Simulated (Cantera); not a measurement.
Input: 1 mol HgO, 3 mol O2, 81 mol H2, equilibrated at 1 atm.

Equilibrium computed with Cantera from the NASA thermochemical tables; the gas is ideal and each condensed phase is pure. Candidate condensed phases: H2O, Hg, HgO; 10 gas species. Equilibrium is a limit: real reactors are often held back by kinetics, nucleation or transport. All values below are at 550 °C.

Base state: H2 0.902, H2O 0.0854, Hg 0.0122 (mole fractions); condensed: gas only.

Task: What changes in the equilibrium state with this change: HgO replaced by PbO?

Result: 
| species | before | after |
|---|---|---|
| H2 | 0.902 | 0.914 |
| H2O | 0.0854 | 0.0864 |
| Hg | 0.0122 | 0 |
| Pb(l), mol | 0 | 1.000 |
Further candidate phases: Pb, PbO, PbO2, Pb3O4.
